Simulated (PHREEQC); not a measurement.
Make-up at 33 °C: 0.0056 mol/kgw HNO3, 1.1e-06 mol/kgw H4SiO4 and 5.3e-05 mol/kgw KH2PO4. Closed to the air; pH follows from the charge balance.

Model: ion-association model, phreeqc.dat, run in PHREEQC.

```
quantity               before     after
-------------------  --------  --------
pH                       2.29      2.58
H2PO4- (mol/kgw)      2.99e-5   1.89e-5
H3PO4 (mol/kgw)       2.31e-5   7.61e-6
HPO4-2 (mol/kgw)     4.75e-10  5.52e-10
SI of Quartz (SiO2)     -2.09     -2.39
```

What was changed between the two runs?
(A) H4SiO4 from 1.1e-06 to 5.5e-06 mol/kgw
(B) diluted 2-fold with water
(C) temperature from 33 to 85 °C
(D) temperature from 33 to 65 °C

B, diluted 2-fold with water

No solid was allowed to form.
